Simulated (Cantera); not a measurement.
Predominance diagram of Pb at 1325 K against the partial pressures of S₂ and F₂ (log10, bar). Cantera with NASA thermochemical tables; ideal gases at 1 bar, condensed phases pure. Candidates: Pb(l), PbF₂(l), PbS(s). Only these pure phases compete in this equilibrium. 

Question: Which phase is stable at these pairs, and which metal-bearing vapour leads over it? (-7.5, -17.9); (-11.7, -23.2); (-5.8, -21.4); (-3.3, -19.6); (-2.5, -21.4); (-10.8, -21.4); (-5.8, -17.9)

Answer: 
```csv
log p(S₂),log p(F₂),phase,chief vapour,log p (bar)
-7.5,-17.9,PbF₂(l),PbF₄,-0.1
-11.7,-23.2,Pb(l),Pb,-2.4
-5.8,-21.4,Pb(l),PbS,-2.4
-3.3,-19.6,PbS(s),PbS,-1.3
-2.5,-21.4,PbS(s),PbS,-1.3
-10.8,-21.4,Pb(l),Pb,-2.4
-5.8,-17.9,PbF₂(l),PbF₄,-0.1
```
